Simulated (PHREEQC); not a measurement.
Make-up at 20 °C: 4.4 mmol/kgw KOH, 15 mmol/kgw SrCl2 and 64 mmol/kgw NaCl. Closed to the air; pH follows from the charge balance.

Equilibrium calculation in PHREEQC: ion-association model, phreeqc.dat.

```
quantity               before    after
-------------------  --------  -------
pH                      11.67    11.70
SrOH+ (mol/kgw)      0.000174  2.05e-5
SI of Halite (NaCl)     -4.01    -4.13
```

Q: Which change was made?
A) KOH left out
B) SrCl2 from 0.015 to 0.0015 mol/kgw
C) NaCl from 0.064 to 0.128 mol/kgw
D) temperature from 20 to 75 °C

A: B, SrCl2 from 0.015 to 0.0015 mol/kgw

No solid was allowed to form.
